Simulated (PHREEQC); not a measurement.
Solution (75 °C): 3.7 mmol/kgw NH3 and 0.81 mmol/kgw K2SO4. It is in equilibrium with CO2 at log p = -3.4 (atm). Otherwise closed; pH follows from the charge balance.

Computed with PHREEQC (ion-association model, phreeqc.dat).

| quantity | before | after |
|---|---|---|
| pH | 8.47 | 3.36 |
| ionic strength (mol/kgw) | 0.00331 | 0.0123 |
| NH3 (mol/kgw) | 0.00280 | 1.68e-7 |
| NH4+ (mol/kgw) | 0.000895 | 0.00736 |
| HCO3- (mol/kgw) | 0.000794 | 6.52e-9 |
| NH4SO4- (mol/kgw) | 6.90e-6 | 3.98e-5 |

Name the change that produced these shifts.
A) 0.0033 mol/kgw HF added
B) NH3 from 0.0037 to 0.00333 mol/kgw
C) K2SO4 replaced by NH4HSO4 at the same molality
D) NH3 from 0.0037 to 0.00037 mol/kgw
E) NH3 replaced by (NH4)2SiF6 at the same molality

E, NH3 replaced by (NH4)2SiF6 at the same molality

Precipitation was switched off in this run. Some of these states are supersaturated (in Quartz (slow to form), Chalcedony (slow to form), for instance). Constants without temperature data keep their 25 °C values here. SiF6-2 is the database's only silicon fluoride.
